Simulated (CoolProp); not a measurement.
R115 along the isobar 759 kPa: fugacity coefficient from the reference equation and from simpler models built on Tc = 353.1 K, pc = 3129 kPa, ω = 0.248; each cubic takes its own stable root.

Values from CoolProp's reference Helmholtz-energy equation of state, Lemmon 2016.

```csv
T (K),phase,reference,van der Waals,Soave-Redlich-Kwong,Peng-Robinson
203.4,liquid,0.02752,0.2745,0.02718,0.02790
207.3,liquid,0.03475,0.3046,0.03437,0.03511
211.2,liquid,0.04341,0.3366,0.04300,0.04373
215,liquid,0.05341,0.3696,0.05298,0.05368
218.9,liquid,0.06547,0.4055,0.06503,0.06564
222.8,liquid,0.07953,0.4432,0.07911,0.07959
226.7,liquid,0.09581,0.4828,0.09544,0.09572
230.6,liquid,0.1145,0.5243,0.1142,0.1142
234.4,liquid,0.1352,0.5665,0.1351,0.1347
238.3,liquid,0.1593,0.6115,0.1593,0.1585
242.2,liquid,0.1864,0.6584,0.1866,0.1853
246.1,liquid,0.2166,0.7070,0.2172,0.2153
250,liquid,0.2502,0.7572,0.2512,0.2485
253.8,liquid,0.2864,0.8077,0.2879,0.2843
257.7,liquid,0.3272,0.8489,0.3292,0.3246
261.6,liquid,0.3717,0.8541,0.3743,0.3687
```

At some of these states van der Waals gives the other phase, because its saturation line lies elsewhere.
